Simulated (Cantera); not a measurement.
## Adiabatic ignition

An adiabatic, constant-volume homogeneous reactor starts with CH4 : O2 : N2 = 1 : 5.88 : 22.1 (molar parts), at 1773 K and 0.590 bar.

Model: GRI-Mech 3.0 (53 species, 325 reactions), integrated in Cantera.

| t (s) | T (K) | P (bar) | x CH4 | x O2 | x CH3 | x CO2 | x C2H | x C2H6 | x HCN |
|---|---|---|---|---|---|---|---|---|---|
| 6.00e-6 | 1773 | 0.590 | 0.0345 | 0.203 | 1.06e-5 | 3.94e-10 | <1e-12 | 4.75e-10 | <1e-12 |
| 1.33e-5 | 1773 | 0.590 | 0.0345 | 0.203 | 2.73e-5 | 3.49e-9 | <1e-12 | 7.07e-9 | <1e-12 |
| 2.93e-5 | 1773 | 0.590 | 0.0344 | 0.203 | 7.16e-5 | 3.36e-8 | <1e-12 | 9.91e-8 | <1e-12 |
| 6.48e-5 | 1773 | 0.590 | 0.0342 | 0.203 | 0.000221 | 5.04e-7 | <1e-12 | 1.63e-6 | <1e-12 |
| 0.000143 | 1781 | 0.593 | 0.0317 | 0.201 | 0.00120 | 3.10e-5 | 8.47e-11 | 5.48e-5 | 5.69e-11 |
| 0.000317 | 2348 | 0.797 | <1e-12 | 0.126 | <1e-12 | 0.0258 | <1e-12 | <1e-12 | <1e-12 |
| 0.000701 | 2491 | 0.839 | <1e-12 | 0.128 | <1e-12 | 0.0292 | <1e-12 | <1e-12 | 1.14e-12 |
| 0.00155 | 2524 | 0.848 | <1e-12 | 0.129 | <1e-12 | 0.0303 | <1e-12 | <1e-12 | 1.50e-12 |
| 0.00343 | 2521 | 0.847 | <1e-12 | 0.127 | <1e-12 | 0.0304 | <1e-12 | <1e-12 | 1.89e-12 |
| 0.00757 | 2514 | 0.844 | <1e-12 | 0.126 | <1e-12 | 0.0305 | <1e-12 | <1e-12 | 2.46e-12 |
| 0.0167 | 2505 | 0.841 | <1e-12 | 0.123 | <1e-12 | 0.0306 | <1e-12 | <1e-12 | 3.02e-12 |
| 0.0370 | 2499 | 0.839 | <1e-12 | 0.122 | <1e-12 | 0.0307 | <1e-12 | <1e-12 | 3.30e-12 |
| 0.0818 | 2498 | 0.838 | <1e-12 | 0.121 | <1e-12 | 0.0307 | <1e-12 | <1e-12 | 3.34e-12 |
| 0.181 | 2498 | 0.838 | <1e-12 | 0.121 | <1e-12 | 0.0307 | <1e-12 | <1e-12 | 3.35e-12 |
| 0.400 | 2498 | 0.838 | <1e-12 | 0.121 | <1e-12 | 0.0307 | <1e-12 | <1e-12 | 3.35e-12 |
x: mole fraction; the columns are a selection and need not sum to one.

- time of steepest temperature rise: 0.203 ms
- temperature at 0.400 s: 2498 K
- equilibrium temperature: 2498 K
- x(CH4) at 0.400 s: <1e-12 (gas-phase equilibrium <1e-12)
- x(O2) at 0.400 s: 0.121 (gas-phase equilibrium 0.121)
- x(CH3) at 0.400 s: <1e-12 (gas-phase equilibrium <1e-12)
